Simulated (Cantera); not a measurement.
A closed system holds: 1 mol PbO, 0.15 mol O₂, 6.3 mol N₂, equilibrated at 1152 °C.

Cantera equilibrium calculation (NASA polynomials, part measured and part estimated; ideal gas, pure solids and liquids). Candidate condensed phases: Pb, PbO, PbO₂, Pb₃O₄; 12 gas species. Gases not in the tables: (PbO)n polymers. The numbers say what is thermodynamically allowed, not how fast it happens.

**Question.** Which condensed phases are stable at each of these points (P (Pa)): 10, 68, 460, 3200, 22000, 150000, 1000000?

**Answer.** 
```tsv
P (Pa)	condensed phases	Pb condensed (%)
10	gas only	0.0
68	gas only	0.0
460	gas only	0.0
3200	PbO(l)	19.2
22000	PbO(l)	90.0
150000	PbO(l)	98.6
1000000	PbO(l)	99.8
```

From 10.0 Pa to 4.60 mbar nothing is condensed. From 32.0 mbar to 10.0 bar the condensed part is PbO(l).
